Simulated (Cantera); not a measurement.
Input (Python, Cantera):

```python
import numpy as np
import cantera as ct

gas = ct.Solution("gri30.yaml")
gas.TPX = 1648, 90000, {'CH3OH': 1, 'O2': 3.85, 'N2': 27.7, 'CO2': 6.5}
reactor = ct.IdealGasReactor(gas, energy="on", clone=False)
net = ct.ReactorNet([reactor])
net.rtol, net.atol = 1e-08, 1e-16
show = ['CH3OH', 'O2', 'CO2', 'H2O', 'CH4', 'N2O', 'C2H2']
times = np.geomspace(6e-06, 7, 15)

steps = ct.SolutionArray(gas, extra=["t"])
rows = []
print(f"{'t/s':>10s}{'T/K':>9s}{'P/Pa':>11s}" + "".join(f"{s:>11s}" for s in show))
for t in times:
    while net.time < t:
        t_next = net.step()
        steps.append(gas.state, t=t_next)
    rows.append([np.interp(t, steps.t, y) for y in (steps.T, steps.P, *steps(*show).X.T)])
    print(f"{t:10.3e}{rows[-1][0]:9.1f}{rows[-1][1]:11.4g}" + "".join(f"{x:11.3e}" for x in rows[-1][2:]))
rate = np.gradient(steps.T, steps.t)
print("integrator steps:", len(steps.t))
if steps.T.max() > steps.T[0] + 200:
    print(f"time of steepest temperature rise: {steps.t[rate.argmax()]:.4e} s")
gas.TPX = 1648, 90000, {'CH3OH': 1, 'O2': 3.85, 'N2': 27.7, 'CO2': 6.5}
gas.equilibrate("UV")
print(f"equilibrium (UV): T = {gas.T:.1f} K  " + "  ".join(f"{s} {gas[s].X[0]:.3e}" for s in show))
```

It prints:

```
       t/s      T/K       P/Pa      CH3OH         O2        CO2        H2O        CH4        N2O       C2H2
 6.000e-06   1647.9      9e+04  2.547e-02  9.851e-02  1.664e-01  6.086e-05  1.369e-06  1.882e-10  1.515e-10
 1.627e-05   1647.9  9.002e+04  2.512e-02  9.829e-02  1.664e-01  2.133e-04  8.757e-06  1.761e-09  4.718e-10
 4.414e-05   1651.4  9.037e+04  2.273e-02  9.701e-02  1.661e-01  1.518e-03  3.420e-05  1.617e-08  2.919e-09
 1.197e-04   1772.5   9.93e+04  3.596e-03  8.333e-02  1.625e-01  2.322e-02  6.809e-05  1.583e-07  6.271e-08
 3.248e-04   1940.6  1.089e+05  8.738e-19  6.628e-02  1.673e-01  4.585e-02  8.172e-19  4.570e-07  1.128e-23
 8.809e-04   2045.4   1.14e+05  1.102e-19  6.304e-02  1.772e-01  4.761e-02  6.118e-20  5.383e-07  2.629e-24
 2.389e-03   2114.0  1.174e+05  1.035e-20  6.079e-02  1.841e-01  4.886e-02  8.153e-21  4.299e-07  3.925e-25
 6.481e-03   2136.5  1.184e+05  2.957e-21  6.005e-02  1.864e-01  4.932e-02  1.077e-20  3.062e-07  1.061e-25
 1.758e-02   2137.4  1.185e+05  2.714e-21  5.997e-02  1.865e-01  4.935e-02  3.038e-21  2.983e-07  9.738e-26
 4.768e-02   2136.8  1.184e+05  2.695e-21  5.984e-02  1.865e-01  4.935e-02  3.014e-21  2.977e-07  9.579e-26
 1.293e-01   2135.4  1.184e+05  2.646e-21  5.951e-02  1.865e-01  4.936e-02  2.954e-21  2.966e-07  9.178e-26
 3.508e-01   2132.1  1.182e+05  2.542e-21  5.880e-02  1.866e-01  4.938e-02  2.822e-21  2.955e-07  8.331e-26
 9.515e-01   2127.7  1.179e+05  2.406e-21  5.783e-02  1.867e-01  4.941e-02  2.645e-21  2.965e-07  7.265e-26
 2.581e+00   2125.8  1.178e+05  2.351e-21  5.742e-02  1.867e-01  4.942e-02  2.573e-21  2.978e-07  6.853e-26
 7.000e+00   2125.8  1.178e+05  2.349e-21  5.741e-02  1.867e-01  4.942e-02  2.570e-21  2.978e-07  6.838e-26
integrator steps: 1628
time of steepest temperature rise: 1.3199e-04 s
equilibrium (UV): T = 2125.8 K  CH3OH 2.426e-21  O2 5.741e-02  CO2 1.867e-01  H2O 4.942e-02  CH4 3.963e-21  N2O 2.978e-07  C2H2 8.102e-26
```

Cantera simulation using GRI-Mech 3.0 (53 species, 325 reactions); the numbers are that mechanism's predictions, not measurements.
